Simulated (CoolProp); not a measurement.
Vapour-liquid equilibrium of propane (1) + R113 (2) at 323.2 K; x and y are mole fractions of (1).

Computed with CoolProp (multi-fluid Helmholtz-energy mixture model, Lemmon 2009 and Marx 1992; pair parameters Bell 2016).

Problem. Give the bubble pressure and the first vapour's composition at x = 0.05, 0.65, 0.85. Is there an azeotrope?

Solution. x = 0.05: 191.9 kPa, y = 0.438; x = 0.65: 1116 kPa, y = 0.943; x = 0.85: 1432 kPa, y = 0.975. No azeotrope shows between x = 0.05 and 0.95.

The pair parameters rest on a limited set of measurements; away from them the model extrapolates. The gap from Raoult's law changes sign with composition, which may be real or a fault of the pair parameters; it wasn't checked against measurements.
